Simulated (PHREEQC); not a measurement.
A solution holds 60 mmol/kgw KHCO3, 0.11 mmol/kgw Na2CO3 and 0.28 mmol/kgw LiCl, at 80 °C. Closed to the air; pH follows from the charge balance.

Model: ion-association model, phreeqc.dat, run in PHREEQC.

```
Quantity                       Value
--------------------  --------------
pH                              8.05
ionic strength        0.0614 mol/kgw
specific conductance     15200 µS/cm
density                  0.976 g/cm³
total alkalinity         60.2 meq/kg
```

```csv
species,molality,activity,log γ
K+,0.0600,0.0467,-0.109
HCO3-,0.0582,0.0465,-0.097
CO3-2,0.000955,0.000389,-0.390
CO2,0.000897,0.000910,0.006
Cl-,0.000280,0.000219,-0.107
Li+,0.000280,0.000225,-0.094
Na+,0.000201,0.000160,-0.100
OH-,3.70e-5,2.87e-5,-0.109
NaCO3-,1.53e-5,1.21e-5,-0.103
NaHCO3,3.17e-6,3.22e-6,0.006
(CO2)2,5.66e-8,5.74e-8,0.006
H+,1.08e-8,8.95e-9,-0.081
```

Precipitation was switched off in this run. Away from 25 °C the constants follow the database's enthalpies or fits; those with neither stay at their 25 °C values.
